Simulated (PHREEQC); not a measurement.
City or well water (model solution)

A made-up water analysis in mg/L, 10 °C, pH 6.31, pe -2:

| constituent | mg/L |
|---|---|
| Na | 21.6 |
| K | 20.9 |
| Ca | 10.8 |
| Mg | 7.89 |
| Cl | 76.9 |
| S(6) as SO4 | 12.2 |
| Alkalinity as HCO3 | 14.9 |
| F | 1.4 |
| Zn | 0.0715 |

Valence states are taken as typed.

All values are PHREEQC results (ion-association model, phreeqc.dat), not measurements.

```
Item                            Value
--------------------  ---------------
ionic strength        0.00339 mol/kgw
specific conductance        227 µS/cm
charge-balance error           -1.4 %
```

| species | molality | activity | log γ |
|---|---|---|---|
| Cl- | 0.00217 | 0.00204 | -0.027 |
| Na+ | 0.000939 | 0.000883 | -0.027 |
| K+ | 0.000534 | 0.000502 | -0.027 |
| CO2 | 0.000326 | 0.000326 | 0.000 |
| Mg+2 | 0.000319 | 0.000251 | -0.104 |
| Ca+2 | 0.000266 | 0.000209 | -0.105 |
| HCO3- | 0.000243 | 0.000229 | -0.026 |
| SO4-2 | 0.000120 | 9.37e-5 | -0.106 |
| F- | 7.27e-5 | 6.83e-5 | -0.027 |
| MgSO4 | 3.67e-6 | 3.67e-6 | 0.000 |
| CaSO4 | 3.09e-6 | 3.09e-6 | 0.000 |

This is a speciation only: nothing precipitates in the calculation. Away from 25 °C the constants follow the database's enthalpies or fits; those with neither stay at their 25 °C values.
